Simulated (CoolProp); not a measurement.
Vapour-liquid equilibrium of ethanol (1) + benzene (2) at 103.15 °C; x and y are mole fractions of (1).

Model: multi-fluid Helmholtz-energy mixture model, Schroeder 2014 and Thol 2012; pair parameters Bell 2016, in CoolProp.

Give the bubble pressure and the first vapour's composition at x = 0.25, 0.45, 0.65. Is there an azeotrope?

x = 0.25: 0.2986 MPa, y = 0.440; x = 0.45: 0.3120 MPa, y = 0.513; x = 0.65: 0.3110 MPa, y = 0.588. y crosses x between x = 0.45 and 0.55: the model has an azeotrope there.

Pair parameters are fitted to limited data, so mixtures are less certain than the pure fluids.
